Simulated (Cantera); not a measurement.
A Cantera script and what it prints.

```python
import numpy as np
import cantera as ct

gas_names = """
    C CH CH2 CH3 CH2OH CH3O CH4 CH3OH CN CO CO2 COOH C2 C2H CHCO,ketyl C2H2,acetylene C2H2,vinylidene
    CH2CO,ketene C2H3,vinyl CH3CN CH3CO,acetyl C2H4 C2H4O,ethylen CH3CHO,ethanal CH3COOH (HCOOH)2 C2H5
    C2H6 CH3OCH3 C2H5OH CCN CNC C2N2 C2O C3 C3H3,propargyl C3H4,allene C3H4,propyne C3H4,cyclo-
    C3H5,allyl C3H6,propylene C3H6,cyclo- C3H6O C3H7,n-propyl C3H7,i-propyl C3H8 C3H8O,1propanol
    C3H8O,2propanol C3O2 C4 C4H2 C4H4,1,3-cyclo- C4H6,butadiene C4H6,2-butyne C4H6,cyclo- C4H8,1-butene
    C4H8,cis2-buten C4H8,tr2-butene C4H8,isobutene C4H8,cyclo- (CH3COOH)2 C4H9,n-butyl C4H9,i-butyl
    C4H9,s-butyl C4H9,t-butyl C4H10,isobutane C4H10,n-butane C4N2 C5 C5H6,1,3cyclo- C5H8,cyclo-
    C5H10,1-pentene C5H10,cyclo- C5H11,pentyl C5H11,t-pentyl C5H12,n-pentane C5H12,i-pentane
    CH3C(CH3)2CH3 C6H2 C6H5,phenyl C6H5O,phenoxy C6H6 C6H5OH,phenol C6H10,cyclo- C6H12,1-hexene
    C6H12,cyclo- C6H13,n-hexyl C7H7,benzyl C7H8 C7H8O,cresol C7H14,1-heptene C7H15,n-heptyl
    C7H16,n-heptane C8H8,styrene C8H10,ethylbenz C8H16,1-octene C8H17,n-octyl C8H18,isooctane
    C8H18,n-octane C9H19,n-nonyl C10H8,naphthale C10H21,n-decyl C12H9,o-bipheny C12H10,bipheny H HCN HCO
    HCCN HNC HNCO HNO HNO2 HNO3 HO2 H2 HCHO,formaldehy HCOOH H2O H2O2 N NCO NH NH2 NH3 NH2OH NO NO2 NO3
    N2 N2H2 N2H4 N2O O OH O2 O3
""".split()
cond_names = """
    C(gr) C6H6(L) C7H8(L) C8H18(L),n-octa H2O(s) H2O(L)
""".split()


def load(file, names, dense=False):
    # The tables refer to 1 bar. Condensed volumes are neglected.
    table = {s.name: s for s in ct.Species.list_from_file(file)}
    out = []
    for n in names:
        d = dict(table[n].input_data)
        d["thermo"] = dict(d["thermo"], **{"reference-pressure": 1e5})
        if dense:
            d["equation-of-state"] = {"model": "constant-volume", "density": "1e6 g/cm^3"}
        out.append(ct.Species.from_dict(d))
    return out


gas = ct.Solution(thermo="ideal-gas", species=load("nasa_gas.yaml", gas_names))
cond = {s.name: ct.Solution(thermo="fixed-stoichiometry", species=[s], name=s.name)
        for s in load("nasa_condensed.yaml", cond_names, dense=True)}
atoms = {
    'C2H4': {'C': 2, 'H': 4},
    'CO2': {'C': 1, 'O': 2},
    'N2': {'N': 2},
}
top_T = {'C(gr)': 4500}  # K; cautious upper limits of use, not melting points


def equilibrate(T, P, feed):
    n = {}
    for name, mol in feed.items():
        for a, k in atoms[name].items():
            n[a] = n.get(a, 0.0) + k * mol
    gas.TPX = T, P, n
    mass = sum(n.values()) * gas.mean_molecular_weight
    gas.equilibrate("TP")
    valid = [c for c in cond.values() if c.min_temp <= T <= top_T.get(c.name, c.max_temp)]
    mix = ct.Mixture([(gas, mass / gas.mean_molecular_weight)] + [(c, 0.0) for c in valid])
    mix.T, mix.P = T, P
    mix.equilibrate("TP", solver="vcs", rtol=1e-11, max_steps=5000)
    return mix


results = []
feed = {'C2H4': 1, 'CO2': 0.29, 'N2': 3.6}  # mol
P = 1333.22  # Pa
for T in [800, 1000, 1200, 1400, 1600, 1800, 2000, 2200, 2400, 2600, 2800]:
    mix = equilibrate(T, P, feed)
    results.append((T, P, feed, dict(zip(mix.species_names, mix.species_moles))))
    x = sorted(zip(gas.X, gas.species_names), reverse=True)
    print(f"T = {T:g} K  P = {P:g} Pa  gas = {mix.phase_moles(0):.4g} mol")
    print("   x: " + "  ".join(f"{s} {v:.3e}" for v, s in x if v > 1e-05))
    print("   condensed (mol): " + ("  ".join(f"{mix.phase(i).name} {mix.phase_moles(i):.4g}"
          for i in range(1, mix.n_phases) if mix.phase_moles(i) > 1e-12) or "none"))
```

Output:

```
T = 800 K  P = 1333.22 Pa  gas = 6.081 mol
   x: N2 5.920e-01  H2 3.180e-01  CO 7.375e-02  H2O 7.315e-03  CO2 7.160e-03  CH4 1.812e-03
   condensed (mol): C(gr) 1.787
T = 1000 K  P = 1333.22 Pa  gas = 6.178 mol
   x: N2 5.827e-01  H2 3.233e-01  CO 9.359e-02  H2O 1.594e-04  CH4 1.331e-04  CO2 6.625e-05
   condensed (mol): C(gr) 1.711
T = 1200 K  P = 1333.22 Pa  gas = 6.18 mol
   x: N2 5.825e-01  H2 3.236e-01  CO 9.384e-02  HCN 3.235e-05  CH4 2.205e-05  H2O 1.050e-05
   condensed (mol): C(gr) 1.71
T = 1400 K  P = 1333.22 Pa  gas = 6.18 mol
   x: N2 5.824e-01  H2 3.235e-01  CO 9.385e-02  HCN 2.154e-04  H 2.396e-05
   condensed (mol): C(gr) 1.709
T = 1600 K  P = 1333.22 Pa  gas = 6.181 mol
   x: N2 5.820e-01  H2 3.230e-01  CO 9.384e-02  HCN 8.874e-04  H 2.676e-04  HNC 2.030e-05
   condensed (mol): C(gr) 1.704
T = 1800 K  P = 1333.22 Pa  gas = 6.185 mol
   x: N2 5.806e-01  H2 3.210e-01  CO 9.377e-02  HCN 2.651e-03  H 1.757e-03  HNC 1.006e-04  C2H2,acetylene 5.630e-05
   condensed (mol): C(gr) 1.692
T = 2000 K  P = 1333.22 Pa  gas = 6.205 mol
   x: N2 5.769e-01  H2 3.148e-01  CO 9.348e-02  H 7.902e-03  HCN 6.284e-03  HNC 3.571e-04  C2H2,acetylene 2.419e-04
   condensed (mol): C(gr) 1.666
T = 2200 K  P = 1333.22 Pa  gas = 6.264 mol
   x: N2 5.680e-01  H2 2.985e-01  CO 9.260e-02  H 2.665e-02  HCN 1.241e-02  HNC 9.802e-04  C2H2,acetylene 7.650e-04  CN 3.944e-05
   condensed (mol): C(gr) 1.616
T = 2400 K  P = 1333.22 Pa  gas = 6.408 mol
   x: N2 5.502e-01  H2 2.634e-01  CO 9.052e-02  H 7.071e-02  HCN 2.077e-02  HNC 2.158e-03  C2H2,acetylene 1.837e-03  CN 2.786e-04  C2H 2.836e-05  C2N2 2.287e-05
   condensed (mol): C(gr) 1.537
T = 2600 K  P = 1333.22 Pa  gas = 6.689 mol
   x: N2 5.208e-01  H2 2.039e-01  H 1.501e-01  CO 8.671e-02  HCN 2.934e-02  HNC 3.838e-03  C2H2,acetylene 3.307e-03  CN 1.431e-03  C2H 2.143e-04  C3 1.661e-04  C2N2 7.200e-05  C 4.679e-05  C4H2 2.222e-05  C2 1.560e-05
   condensed (mol): C(gr) 1.426
T = 2800 K  P = 1333.22 Pa  gas = 7.133 mol
   x: N2 4.817e-01  H 2.541e-01  H2 1.285e-01  CO 8.132e-02  HCN 3.438e-02  CN 5.715e-03  HNC 5.474e-03  C2H2,acetylene 4.288e-03  C3 2.368e-03  C2H 1.070e-03  C 4.942e-04  C2 2.313e-04  C2N2 1.864e-04  C4H2 5.955e-05  C5 2.265e-05  N 2.104e-05  CH 1.308e-05
   condensed (mol): C(gr) 1.245
```

Cantera equilibrium calculation (NASA polynomials, part measured and part estimated; ideal gas, pure solids and liquids).
